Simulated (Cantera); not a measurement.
Cantera run:

```python
import numpy as np
import cantera as ct

gas_names = [...]  # 123 gases of nasa_gas.yaml made of C, H, O, Si
cond_names = """
    C(gr) C6H6(L) C7H8(L) C8H18(L),n-octa H2O(s) H2O(L) Si(cr) Si(L) SiC(b) SiO2(Lqz) SiO2(hqz) SiO2(L)
""".split()


# ... load() reads the species with a 1 bar reference pressure and builds the phases ...
atoms = {
    'SiC': {'Si': 1, 'C': 1},
    'O2': {'O': 2},
    'H2': {'H': 2},
}
top_T = {'C(gr)': 4500, 'SiC(b)': 3050}  # K; cautious upper limits of use, not melting points


# ... equilibrate(T, P, feed) seeds the gas with the atoms and calls Mixture.equilibrate('TP', solver="vcs", rtol=1e-11, max_steps=5000) ...
results = []
feed = {'SiC': 1, 'O2': 2.3, 'H2': 2}  # mol
P = 10000  # Pa
for T in [1048, 1123, 1198, 1273, 1348, 1423, 1498, 1573, 1648, 1723, 1798, 1873, 1948, 2023]:
    mix = equilibrate(T, P, feed)
    results.append((T, P, feed, dict(zip(mix.species_names, mix.species_moles))))
    x = sorted(zip(gas.X, gas.species_names), reverse=True)
    print(f"T = {T:g} K  P = {P:g} Pa  gas = {mix.phase_moles(0):.4g} mol")
    print("   x: " + "  ".join(f"{s} {v:.3e}" for v, s in x if v > 1e-06))
    print("   condensed (mol): " + ("  ".join(f"{mix.phase(i).name} {mix.phase_moles(i):.4g}"
          for i in range(1, mix.n_phases) if mix.phase_moles(i) > 1e-12) or "none"))
```

It prints:

```
T = 1048 K  P = 10000 Pa  gas = 3 mol
   x: H2O 3.461e-01  H2 3.206e-01  CO2 1.872e-01  CO 1.461e-01  CH4 1.518e-06
   condensed (mol): SiO2(hqz) 1
T = 1123 K  P = 10000 Pa  gas = 3 mol
   x: H2O 3.605e-01  H2 3.062e-01  CO2 1.729e-01  CO 1.605e-01
   condensed (mol): SiO2(hqz) 1
T = 1198 K  P = 10000 Pa  gas = 3 mol
   x: H2O 3.728e-01  H2 2.939e-01  CO 1.728e-01  CO2 1.605e-01
   condensed (mol): SiO2(hqz) 1
T = 1273 K  P = 10000 Pa  gas = 3 mol
   x: H2O 3.834e-01  H2 2.833e-01  CO 1.834e-01  CO2 1.499e-01  H 1.200e-06
   condensed (mol): SiO2(hqz) 1
T = 1348 K  P = 10000 Pa  gas = 3 mol
   x: H2O 3.925e-01  H2 2.742e-01  CO 1.925e-01  CO2 1.408e-01  H 3.831e-06
   condensed (mol): SiO2(hqz) 1
T = 1423 K  P = 10000 Pa  gas = 3 mol
   x: H2O 4.004e-01  H2 2.663e-01  CO 2.004e-01  CO2 1.330e-01  H 1.084e-05
   condensed (mol): SiO2(hqz) 1
T = 1498 K  P = 10000 Pa  gas = 3 mol
   x: H2O 4.072e-01  H2 2.594e-01  CO 2.072e-01  CO2 1.261e-01  H 2.768e-05  OH 1.232e-06
   condensed (mol): SiO2(hqz) 1
T = 1573 K  P = 10000 Pa  gas = 3 mol
   x: H2O 4.132e-01  H2 2.534e-01  CO 2.132e-01  CO2 1.201e-01  H 6.473e-05  OH 3.810e-06
   condensed (mol): SiO2(hqz) 1
T = 1648 K  P = 10000 Pa  gas = 3 mol
   x: H2O 4.184e-01  H2 2.482e-01  CO 2.184e-01  CO2 1.149e-01  H 1.403e-04  OH 1.063e-05
   condensed (mol): SiO2(hqz) 1
T = 1723 K  P = 10000 Pa  gas = 3 mol
   x: H2O 4.229e-01  H2 2.435e-01  CO 2.230e-01  CO2 1.103e-01  H 2.846e-04  OH 2.709e-05  SiO 2.619e-06
   condensed (mol): SiO2(L) 1
T = 1798 K  P = 10000 Pa  gas = 3.001 mol
   x: H2O 4.269e-01  H2 2.393e-01  CO 2.270e-01  CO2 1.062e-01  H 5.446e-04  OH 6.387e-05  SiO 1.182e-05
   condensed (mol): SiO2(L) 1
T = 1873 K  P = 10000 Pa  gas = 3.002 mol
   x: H2O 4.303e-01  H2 2.354e-01  CO 2.305e-01  CO2 1.026e-01  H 9.902e-04  OH 1.405e-04  SiO 4.703e-05
   condensed (mol): SiO2(L) 0.9999
T = 1948 K  P = 10000 Pa  gas = 3.004 mol
   x: H2O 4.332e-01  CO 2.335e-01  H2 2.317e-01  CO2 9.942e-02  H 1.720e-03  OH 2.909e-04  SiO 1.672e-04  O 1.600e-06  O2 1.298e-06  SiO2 1.017e-06
   condensed (mol): SiO2(L) 0.9995
T = 2023 K  P = 10000 Pa  gas = 3.007 mol
   x: H2O 4.355e-01  CO 2.360e-01  H2 2.280e-01  CO2 9.659e-02  H 2.867e-03  OH 5.706e-04  SiO 5.375e-04  O 5.215e-06  O2 4.284e-06  SiO2 3.780e-06
   condensed (mol): SiO2(L) 0.9984
```

Method: chemical equilibrium by Gibbs-energy minimisation in Cantera with the NASA 1993 tables (ideal gas, pure condensed phases). The tables hold silica as quartz up to 1696 K and as liquid above; real silica turns to tridymite and cristobalite and melts near 1996 K. Gases not in the tables: Si(OH)4.
